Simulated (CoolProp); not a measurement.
Values from CoolProp's reference Helmholtz-energy equation of state, Eisenbach 2021.

Problem. Give the vapour pressure (kPa), liquid density (kg/m³), vapour density (kg/m³), enthalpy of vaporisation (kJ/kg) of saturated propylene glycol at 553.3, 558.4 K.

Solution. 
| T (K) | p (kPa) | liquid density (kg/m³) | vapour density (kg/m³) | enthalpy of vaporisation (kJ/kg) |
|---|---|---|---|---|
| 553.3 | 991 | 783 | 18.4 | 583 |
| 558.4 | 1100 | 776 | 20.3 | 575 |
